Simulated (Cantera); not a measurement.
What does this Cantera script print?

```python
import numpy as np
import cantera as ct

gas = ct.Solution("gri30.yaml")
gas.TPX = 1650, 660000, {'CH4': 1, 'O2': 2.2, 'N2': 8.26}
reactor = ct.IdealGasReactor(gas, energy="on", clone=False)
net = ct.ReactorNet([reactor])
net.rtol, net.atol = 1e-08, 1e-16
show = ['CH4', 'O2', 'OH', 'CO2', 'C2H2', 'C2H4', 'CH2O']
times = np.geomspace(2e-06, 0.7, 12)

steps = ct.SolutionArray(gas, extra=["t"])
rows = []
print(f"{'t/s':>10s}{'T/K':>9s}{'P/Pa':>11s}" + "".join(f"{s:>11s}" for s in show))
for t in times:
    while net.time < t:
        t_next = net.step()
        steps.append(gas.state, t=t_next)
    rows.append([np.interp(t, steps.t, y) for y in (steps.T, steps.P, *steps(*show).X.T)])
    print(f"{t:10.3e}{rows[-1][0]:9.1f}{rows[-1][1]:11.4g}" + "".join(f"{x:11.3e}" for x in rows[-1][2:]))
rate = np.gradient(steps.T, steps.t)
print("integrator steps:", len(steps.t))
if steps.T.max() > steps.T[0] + 200:
    print(f"time of steepest temperature rise: {steps.t[rate.argmax()]:.4e} s")
gas.TPX = 1650, 660000, {'CH4': 1, 'O2': 2.2, 'N2': 8.26}
gas.equilibrate("UV")
print(f"equilibrium (UV): T = {gas.T:.1f} K  " + "  ".join(f"{s} {gas[s].X[0]:.3e}" for s in show))
```

Result:

```
       t/s      T/K       P/Pa        CH4         O2         OH        CO2       C2H2       C2H4       CH2O
 2.000e-06   1649.9    6.6e+05  8.724e-02  1.920e-01  1.626e-07  5.781e-10  4.178e-13  3.706e-09  1.226e-06
 6.383e-06   1649.8  6.599e+05  8.717e-02  1.919e-01  5.169e-07  2.264e-08  8.696e-11  2.288e-07  1.735e-05
 2.037e-05   1651.6  6.607e+05  8.639e-02  1.915e-01  2.531e-06  1.519e-06  3.089e-08  1.799e-05  2.832e-04
 6.502e-05   2963.6  1.247e+06  3.950e-14  3.588e-02  2.740e-02  4.107e-02  2.576e-16  7.227e-21  2.824e-09
 2.075e-04   3081.6  1.283e+06  5.123e-14  2.611e-02  2.330e-02  4.736e-02  1.378e-16  3.292e-21  2.680e-09
 6.623e-04   3080.7  1.283e+06  5.150e-14  2.592e-02  2.322e-02  4.734e-02  1.381e-16  3.311e-21  2.684e-09
 2.114e-03   3080.7  1.283e+06  5.150e-14  2.592e-02  2.322e-02  4.734e-02  1.381e-16  3.311e-21  2.684e-09
 6.746e-03   3080.7  1.283e+06  5.150e-14  2.592e-02  2.322e-02  4.734e-02  1.381e-16  3.311e-21  2.684e-09
 2.153e-02   3080.7  1.283e+06  5.150e-14  2.592e-02  2.322e-02  4.734e-02  1.381e-16  3.311e-21  2.684e-09
 6.872e-02   3080.7  1.283e+06  5.150e-14  2.592e-02  2.322e-02  4.734e-02  1.381e-16  3.311e-21  2.684e-09
 2.193e-01   3080.7  1.283e+06  5.150e-14  2.592e-02  2.322e-02  4.734e-02  1.381e-16  3.311e-21  2.684e-09
 7.000e-01   3080.7  1.283e+06  5.150e-14  2.592e-02  2.322e-02  4.734e-02  1.381e-16  3.311e-21  2.684e-09
integrator steps: 1914
time of steepest temperature rise: 6.3447e-05 s
equilibrium (UV): T = 3080.7 K  CH4 6.653e-14  O2 2.592e-02  OH 2.322e-02  CO2 4.734e-02  C2H2 1.459e-16  C2H4 3.629e-21  CH2O 2.684e-09
```

Model: GRI-Mech 3.0 (53 species, 325 reactions), integrated in Cantera. Above 3000 K some thermodynamic fits are extrapolated.
